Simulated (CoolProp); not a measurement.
C2F6 (R116) along the isotherm 234.9 K: density (kg/m³) from the reference equation and from simpler models built on Tc = 293.0 K, pc = 30.48 bar, ω = 0.257; each cubic takes its own stable root.

The numbers come from the reference Helmholtz-energy equation of state, Lemmon 2006 in CoolProp. It is a short technical equation, of lower accuracy than the large ones.

| p (bar) | phase | reference |
|---|---|---|
| 0.482 | gas | 3.444 |
| 0.779 | gas | 5.606 |
| 1.26 | gas | 9.174 |
| 2.03 | gas | 15.07 |
| 3.28 | gas | 25.22 |
| 5.3 | gas | 43.49 |
| 8.57 | liquid | 1411 |
| 13.8 | liquid | 1417 |
| 22.4 | liquid | 1425 |
| 36.1 | liquid | 1437 |
| 58.4 | liquid | 1455 |
| 94.3 | liquid | 1480 |
| 152 | liquid | 1515 |

Task: How far does each simpler model (van der Waals, Redlich-Kwong, Soave-Redlich-Kwong, Peng-Robinson) lie from the reference over these 13 states: mean and median of the absolute difference, and the worst?

Result: 
- van der Waals: mean 23.7 %, median 30.4 %, worst -94.9 % at 234.9 K and 8.57 bar
- Redlich-Kwong: mean 4.8 %, median 4.7 %, worst -11.0 % at 234.9 K and 8.57 bar
- Soave-Redlich-Kwong: mean 2.7 %, median 2.7 %, worst -6.4 % at 234.9 K and 8.57 bar
- Peng-Robinson: mean 4.1 %, median 6.2 %, worst +9.2 % at 234.9 K and 152 bar

At some of these states van der Waals gives the other phase, because its saturation line lies elsewhere.
